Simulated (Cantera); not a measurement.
SiHCl₃ + NH₃ + N₂ (silicon nitride deposition)

Charge: 1 mol SiHCl₃, 0.49 mol NH₃, 19 mol N₂, held at 100 Torr.

These are equilibrium values from Cantera (NASA tables, ideal gas, pure condensed phases), not measurements of a reactor. Candidate condensed phases: NH₄Cl, Si, Si₃N₄; 28 gas species. The tables' values for SiCl₃, SiCl are old estimates; treat these amounts as uncertain. Kinetics and transport are ignored.

From 1400 K to 1750 K the condensed part is Si₃N₄(s). The main Si-bearing gas is SiCl₄ at 1400 K and SiCl₂ at 1750 K. The share of Si in condensed phases is highest at 1400 K (66.8 %) and lowest at 1750 K (14.4 %).

```tsv
T (K)	x N₂	x HCl	x SiCl₂	x H₂	x SiCl₄	x SiCl₃	n Si₃N₄(s)
1400	0.884	0.0846	0.00179	0.0157	0.0115	0.00220	0.223
1450	0.883	0.0839	0.00377	0.0159	0.00982	0.00318	0.213
1500	0.882	0.0823	0.00716	0.0166	0.00769	0.00416	0.197
1550	0.880	0.0793	0.0121	0.0178	0.00531	0.00481	0.173
1600	0.879	0.0749	0.0183	0.0197	0.00317	0.00485	0.143
1650	0.878	0.0690	0.0247	0.0224	0.00166	0.00432	0.111
1700	0.877	0.0623	0.0307	0.0255	0.000796	0.00352	0.0787
1750	0.876	0.0553	0.0360	0.0288	0.000364	0.00272	0.0481
```
x: gas mole fraction; n: condensed amount in mol.
